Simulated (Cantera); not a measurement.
A closed system holds: 1 mol Zr, 0.23 mol H2O, equilibrated at 1925 °C and 1.00 bar.

These are equilibrium values from Cantera (NASA tables, ideal gas, pure condensed phases), not measurements of a reactor. Candidate condensed phases: H2O, Zr, ZrO2; 12 gas species. Mutual solubility and eutectic melting of coexisting phases are not modelled. Condensed phases not in the tables: N, O or C dissolved in the metal. Kinetics and transport are ignored.

Base state: H2 0.994, H 0.00556 (mole fractions); condensed: Zr(l) + ZrO2(tetragonal).

Q: What changes in the equilibrium state with this change: temperature from 1925 °C to 1802 °C?

A: 
```json
[
 {"species": "H2", "before": "0.994", "after": "0.997"},
 {"species": "H", "before": "0.00556", "after": "0.00266"},
 {"species": "Zr(l), mol", "before": "0.885", "after": "0"},
 {"species": "ZrO2(tetragonal), mol", "before": "0.115", "after": "0.115"},
 {"species": "Zr(β), mol", "before": "0", "after": "0.885"}
]
```

Q: What changes in the equilibrium state with this change: temperature from 1925 °C to 1375 °C?

A: 
```tsv
species	before	after
H2	0.994	1.000
H	0.00556	8.92e-5
Zr(l), mol	0.885	0
ZrO2(tetragonal), mol	0.115	0.115
Zr(β), mol	0	0.885
```

Q: What changes in the equilibrium state with this change: temperature from 1925 °C to 1052 °C?

A: 
```
species                 before    after
---------------------  -------  -------
H2                       0.994    1.000
H                      0.00556  1.64e-6
Zr(l), mol               0.885        0
ZrO2(tetragonal), mol    0.115        0
Zr(β), mol                   0    0.885
ZrO2(monoclinic), mol        0    0.115
```
